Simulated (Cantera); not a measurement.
Charge: 1 mol FeS2, 0.95 mol O2, 3.5 mol CO2, held at 1075 K and 2.20 bar.

These are equilibrium values from Cantera (NASA tables, ideal gas, pure condensed phases), not measurements of a reactor. Candidate condensed phases: C, Fe, Fe(CO)5, FeO, FeS, FeSO4, FeS2, Fe2O3, Fe2(SO4)3, Fe3O4, S; 25 gas species. Mutual solubility and eutectic melting of coexisting phases are not modelled. FeS: taken at fixed stoichiometry. Gases not in the tables: S3 to S7. Equilibrium is a limit: real reactors are often held back by kinetics, nucleation or transport.

Base state: CO2 0.779, SO2 0.209, S2 0.00836, CO 0.00207, S2O 0.000869, COS 0.000567, SO 2.08e-5 (mole fractions); condensed: FeS(s) + Fe3O4(s).

What changes in the equilibrium state with this change: temperature from 1075 K to 1125 K?


```tsv
species	before	after
CO2	0.779	0.776
SO2	0.209	0.208
S2	0.00836	0.0101
CO	0.00207	0.00360
SO	2.08e-5	3.98e-5
COS	0.000567	0.000695
S2O	0.000869	0.000983
FeS(s), mol	0.976	0.964
Fe3O4(s), mol	0.00785	0.0121
```

What changes in the equilibrium state with this change: pressure from 2.20 bar to 23.0 mbar?


```json
[
 {"species": "CO2", "before": "0.779", "after": "0.769"},
 {"species": "SO2", "before": "0.209", "after": "0.201"},
 {"species": "S2", "before": "0.00836", "after": "0.0202"},
 {"species": "CO", "before": "0.00207", "after": "0.00815"},
 {"species": "SO", "before": "2.08e-5", "after": "7.94e-5"},
 {"species": "S2O", "before": "0.000869", "after": "0.000527"},
 {"species": "COS", "before": "0.000567", "after": "0.000354"},
 {"species": "FeS(s), mol", "before": "0.976", "after": "0.906"},
 {"species": "Fe3O4(s), mol", "before": "0.00785", "after": "0.0312"}
]
```

What changes in the equilibrium state with this change: temperature from 1075 K to 1025 K?


```csv
species,before,after
CO2,0.779,0.780
SO2,0.209,0.211
S2,0.00836,0.00677
SO,2.08e-5,1.02e-5
CO,0.00207,0.00113
COS,0.000567,0.000454
S2O,0.000869,0.000760
"FeS(s), mol",0.976,0.987
"Fe3O4(s), mol",0.00785,0.00425
```
